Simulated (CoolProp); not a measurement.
Computed with CoolProp (reference Helmholtz-energy equation of state, Lemmon 2006). It is a short technical equation, of lower accuracy than the large ones.

Task: Give the vapour pressure (MPa), liquid density (kg/m³), vapour Z of saturated CH3F (R41) at 219.3, 237.4, 240.4 K.

Result: 
| T (K) | p (MPa) | liquid density (kg/m³) | vapour Z |
|---|---|---|---|
| 219.3 | 0.331 | 827 | 0.911 |
| 237.4 | 0.671 | 784 | 0.862 |
| 240.4 | 0.746 | 776 | 0.853 |
